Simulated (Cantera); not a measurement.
A freely propagating, adiabatic, planar premixed flame of CH4 : O2 : N2 : CO2 = 1 : 1.82 : 4.73 : 1.4 (molar parts), equivalence ratio 1.1, unburnt at 525 K and 4.93 atm; mixture-averaged transport, grid criteria slope 0.08 and curve 0.16, no radiation.

Model: GRI-Mech 3.0 (53 species, 325 reactions), integrated in Cantera. Burning velocities carry a grid error of a few per cent, more on coarse grids.

x: mole fraction of selected species; z is measured from the peak of heat release.

```
z (mm)   T (K)  u (m/s)    x CH4     x O2  x CO2   x H2O2    x C2H6     x HO2
-------  -----  -------  -------  -------  -----  -------  --------  --------
-0.428     526    0.372    0.111    0.203  0.156  7.79e-8   1.19e-7   1.12e-7
-0.285     531    0.377    0.111    0.202  0.156  6.33e-7   1.48e-6   9.19e-7
-0.214     550    0.391    0.108    0.200  0.156  2.75e-6   9.51e-6   4.19e-6
-0.143     657    0.471   0.0990    0.189  0.155  1.39e-5   8.82e-5   2.60e-5
-0.0713   1114    0.810   0.0635    0.140  0.159  3.99e-5  0.000699  0.000121
-0.0357   1530     1.12   0.0319   0.0918  0.167  1.15e-5  0.000906  0.000157
0         1922     1.42  0.00516   0.0413  0.180  2.45e-6   6.80e-5   7.19e-5
0.0357    2076     1.53      ___      ___  0.195      ___       ___       ___
0.0713    2136     1.57  1.91e-6   0.0123  0.204  5.75e-7     <1e-8   9.56e-6
0.143     2203     1.61    <1e-8  0.00827  0.212  4.01e-7     <1e-8   5.17e-6
0.285     2261     1.64    <1e-8      ___  0.218      ___     <1e-8       ___
0.571     2299     1.67    <1e-8  0.00294  0.222  1.55e-7     <1e-8   1.13e-6
1.14      2318     1.68    <1e-8  0.00189  0.224  1.06e-7     <1e-8   6.37e-7
```

Task: Complete the blanks.

Result: 
- 0.0357, x CH4: 0.000127
- 0.0357, x O2: 0.0184
- 0.0357, x H2O2: 7.56e-7
- 0.0357, x C2H6: 4.38e-8
- 0.0357, x HO2: 1.65e-5
- 0.285, x O2: 0.00511
- 0.285, x H2O2: 2.54e-7
- 0.285, x HO2: 2.44e-6
